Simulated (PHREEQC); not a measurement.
Solution (25 °C): 3.4 mol/kgw K2CO3 and 2.1 mol/kgw HCl. Closed to the air; pH follows from the charge balance.

Model: Pitzer model, pitzer.dat, run in PHREEQC.

- pH: 9.52
- ionic strength: 8.10 mol/kgw
- activity of water: 0.811
- density: 1.252 g/cm³
- osmotic coefficient: 0.944
- total alkalinity: 4700 meq/kg

| species | molality | activity | log γ |
|---|---|---|---|
| K+ | 6.80 | 3.48 | -0.292 |
| Cl- | 2.10 | 1.40 | -0.177 |
| HCO3- | 2.10 | 0.815 | -0.411 |
| CO3-2 | 1.30 | 0.125 | -1.019 |
| CO2 | 0.000337 | 0.000660 | 0.292 |
| OH- | 1.26e-5 | 2.74e-5 | 0.339 |

No solid was allowed to form. In brines, pH and single-ion activities rest on the MacInnes convention.
